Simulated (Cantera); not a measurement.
A closed system holds: 1 mol AlN, 0.078 mol HCl, equilibrated at 998 K and 10000 Pa.

Cantera equilibrium calculation (NASA polynomials, part measured and part estimated; ideal gas, pure solids and liquids). Candidate condensed phases: Al, AlCl3, AlN, NH4Cl; 20 gas species. Rates play no part.

Base state: H2 0.429, AlCl3 0.285, N2 0.143, HCl 0.142, Al2Cl6 0.000828 (mole fractions); condensed: AlN(s).

Problem. What changes in the equilibrium state with this change: temperature from 998 K to 748.15 K?

Solution. 
| species | before | after |
|---|---|---|
| H2 | 0.429 | 0.445 |
| AlCl3 | 0.285 | 0.202 |
| HCl | 0.142 | 0.157 |
| Al2Cl6 | 0.000828 | 0.0472 |
| N2 | 0.143 | 0.148 |
| NH3 | 6.28e-6 | 5.96e-5 |
| AlN(s), mol | 0.978 | 0.978 |
